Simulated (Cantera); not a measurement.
Input: 1 mol MgCl2, 1.1 mol O2, 5.5 mol N2, held at 0.830 Pa.

Cantera equilibrium calculation (NASA polynomials, part measured and part estimated; ideal gas, pure solids and liquids). Candidate condensed phases: Mg, MgCl2, MgO; 18 gas species. Kinetics and transport are ignored.

Which condensed phases are stable at each of these points (T (K)): 1700, 1775, 1850, 1925, 2000, 2075, 2150?


| T (K) | condensed phases | Mg condensed (%) |
|---|---|---|
| 1700 | MgO(s) | 87.4 |
| 1775 | MgO(s) | 86.9 |
| 1850 | MgO(s) | 74.1 |
| 1925 | gas only | 0.0 |
| 2000 | gas only | 0.0 |
| 2075 | gas only | 0.0 |
| 2150 | gas only | 0.0 |

From 1700 K to 1850 K the condensed part is MgO(s). From 1925 K to 2150 K nothing is condensed.
